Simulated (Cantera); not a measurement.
A closed system holds: 1 mol C6H6, 0.92 mol NH3, 0.2 mol N2, 0.34 mol CO2, equilibrated at 3023.15 K and 0.100 bar.

Cantera equilibrium calculation (NASA polynomials, part measured and part estimated; ideal gas, pure solids and liquids). Candidate condensed phases: C, C6H6, C7H8, C8H18, H2O; 136 gas species. Rates play no part.

Base state: H2 0.406, H 0.342, CO 0.0975, N2 0.0718, HCN 0.0355, C2H2 (acetylene) 0.0270, HNC 0.00683, C2H 0.00403 (mole fractions); condensed: C(graphite).

**Question.** What changes in the equilibrium state with this change: C6H6 replaced by CO?

**Answer.** 
```json
[
 {"species": "CO", "before": "0.0975", "after": "0.331"},
 {"species": "H", "before": "0.342", "after": "0.231"},
 {"species": "H2", "before": "0.406", "after": "0.186"},
 {"species": "C2H2 (acetylene)", "before": "0.0270", "after": "<1e-9"},
 {"species": "O", "before": "4.90e-9", "after": "0.0133"},
 {"species": "OH", "before": "9.53e-9", "after": "0.0175"},
 {"species": "H2O", "before": "3.35e-8", "after": "0.0417"},
 {"species": "HCN", "before": "0.0355", "after": "4.57e-8"},
 {"species": "N2", "before": "0.0718", "after": "0.167"},
 {"species": "CO2", "before": "1.08e-9", "after": "0.00998"},
 {"species": "C2H", "before": "0.00403", "after": "<1e-9"},
 {"species": "C3", "before": "0.00399", "after": "<1e-9"},
 {"species": "C(graphite), mol", "before": "4.79", "after": "0"}
]
```
